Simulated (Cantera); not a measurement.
A perfectly stirred reactor is fed with CH₄ : H₂ : O₂ : N₂ : H₂O = 1 : 0.086 : 1.7 : 6.4 : 1.8 (molar parts), equivalence ratio 1.2, at 5.00 bar; it is adiabatic with a 648 K inlet, and is followed from long to short residence time, starting on the burning branch (τ in s: 0.056, 0.022, 0.009, 0.0036, 0.0014, 0.00058, 0.00023, 9.3e-05, 3.7e-05, 1.5e-05).

Cantera simulation using GRI-Mech 3.0 (53 species, 325 reactions); the numbers are that mechanism's predictions, not measurements.

x: mole fraction; the columns are a selection and need not sum to one.

| τ (s) | T (K) | x CH₄ | x H₂ | x O₂ | x NO | x O | x HCN |
|---|---|---|---|---|---|---|---|
| 0.056 | 2100 | 6.29e-5 | 0.0313 | 0.000101 | 8.32e-5 | 4.06e-6 | 1.73e-6 |
| 0.022 | 2098 | 0.000106 | 0.0313 | 0.000203 | 9.58e-5 | 6.21e-6 | 3.38e-6 |
| 0.0090 | 2094 | 0.000166 | 0.0312 | 0.000389 | 0.000107 | 1.00e-5 | 5.95e-6 |
| 0.0036 | 2088 | 0.000251 | 0.0312 | 0.000748 | 0.000116 | 1.72e-5 | 9.90e-6 |
| 0.0014 | 2077 | 0.000392 | 0.0311 | 0.00147 | 0.000117 | 3.04e-5 | 1.56e-5 |
| 0.00058 | 2058 | (withheld) | 0.0311 | (withheld) | (withheld) | (withheld) | (withheld) |
| 0.00023 | 2013 | (withheld) | 0.0305 | (withheld) | (withheld) | (withheld) | (withheld) |
| 9.3e-5 | 648 | 0.0910 | 0.00783 | 0.155 | <1e-12 | <1e-12 | <1e-12 |
| 3.7e-5 | 648 | 0.0910 | 0.00783 | 0.155 | <1e-12 | <1e-12 | <1e-12 |
| 1.5e-5 | 648 | 0.0910 | 0.00783 | 0.155 | <1e-12 | <1e-12 | <1e-12 |

**Question.** Fill in the missing entries.

**Answer.** 
- 0.00058, x CH₄: 0.000656
- 0.00058, x O₂: 0.00287
- 0.00058, x NO: 0.000102
- 0.00058, x O: 4.88e-5
- 0.00058, x HCN: 2.20e-5
- 0.00023, x CH₄: 0.00152
- 0.00023, x O₂: 0.00683
- 0.00023, x NO: 5.62e-5
- 0.00023, x O: 6.62e-5
- 0.00023, x HCN: 2.47e-5
